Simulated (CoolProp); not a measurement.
Vapour-liquid equilibrium of isohexane (1) + ethanol (2) at 649 kPa; x and y are mole fractions of (1).

The numbers come from the multi-fluid Helmholtz-energy mixture model, Lemmon 2006 and Schroeder 2014; pair parameters Bell 2016 in CoolProp.

| x | bubble temperature, mixture model (°C) | bubble temperature, Raoult's law (°C) | y, mixture model | y, Raoult's law |
|---|---|---|---|---|
| 0.05 | 129.3 | 134.3 | 0.161 | 0.051 |
| 0.2 | 120.9 | 134.2 | 0.403 | 0.204 |
| 0.35 | 118.2 | 134.0 | 0.490 | 0.356 |
| 0.5 | 117.5 | 133.9 | 0.534 | 0.507 |
| 0.65 | 117.7 | 133.7 | 0.581 | 0.657 |
| 0.8 | 119.7 | 133.5 | 0.664 | 0.805 |
| 0.95 | 127.5 | 133.2 | 0.866 | 0.952 |

The largest gap from Raoult's law is -16.4 K in bubble temperature, at x = 0.5. y crosses x between x = 0.5 and 0.65: the model has an azeotrope there.

The pair parameters rest on a limited set of measurements; away from them the model extrapolates.
